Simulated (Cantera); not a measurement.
A perfectly stirred reactor is fed with 3.70 % C₂H₆, 96.3 % N₂, at 12.0 Pa; it is held at 1675 K, and followed from long to short residence time.

Model: GRI-Mech 3.0 (53 species, 325 reactions), integrated in Cantera. GRI-Mech 3.0 stops at C3 and has no aromatics, soot or wall deposition, so with more carbon than oxygen in the feed, carbon stays in small species such as C2H2 where larger ones or solid carbon would form. Radical loss at walls, strong at low pressure, is not modelled.

Q: Predict: x(C₂H₆) at τ = 0.950 s; x(H₂) at τ = 0.950 s; x(CH₃) at τ = 0.950 s; x(CH₄) at τ = 0.950 s; x(CH₂) at τ = 0.950 s; x(C₂H₆) at τ = 12.0 ms; x(H₂) at τ = 12.0 ms; x(CH₃) at τ = 12.0 ms; x(CH₄) at τ = 12.0 ms; x(CH₂) at τ = 12.0 ms.

A: 
- x(C₂H₆) at τ = 0.950 s: 0.00140
- x(H₂) at τ = 0.950 s: 0.0428
- x(CH₃) at τ = 0.950 s: 0.00550
- x(CH₄) at τ = 0.950 s: 0.00891
- x(CH₂) at τ = 0.950 s: 3.33e-5
- x(C₂H₆) at τ = 12.0 ms: 0.0316
- x(H₂) at τ = 12.0 ms: 0.00106
- x(CH₃) at τ = 12.0 ms: 0.00722
- x(CH₄) at τ = 12.0 ms: 0.000304
- x(CH₂) at τ = 12.0 ms: 1.25e-5
